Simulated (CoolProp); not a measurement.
Carbonyl sulfide along the isobar 5.32 bar: fugacity coefficient from the reference equation and from simpler models built on Tc = 378.8 K, pc = 63.69 bar, ω = 0.098; each cubic takes its own stable root.

Values from CoolProp's reference Helmholtz-energy equation of state, Lemmon 2006. It is a short technical equation, of lower accuracy than the large ones.

| T (K) | phase | reference | Redlich-Kwong | Peng-Robinson |
|---|---|---|---|---|
| 144.8 | liquid | 0.0005087 | 0.0002711 | 0.0006182 |
| 179.2 | liquid | 0.01430 | 0.01232 | 0.01535 |
| 213.7 | liquid | 0.1204 | 0.1242 | 0.1233 |
| 248.1 | liquid | 0.5091 | 0.5545 | 0.5121 |
| 282.5 | gas | 0.9316 | 0.9357 | 0.9306 |
| 316.9 | gas | 0.9520 | 0.9531 | 0.9487 |
| 351.4 | gas | 0.9650 | 0.9649 | 0.9612 |
| 385.8 | gas | 0.9737 | 0.9731 | 0.9702 |
| 420.2 | gas | 0.9799 | 0.9791 | 0.9767 |
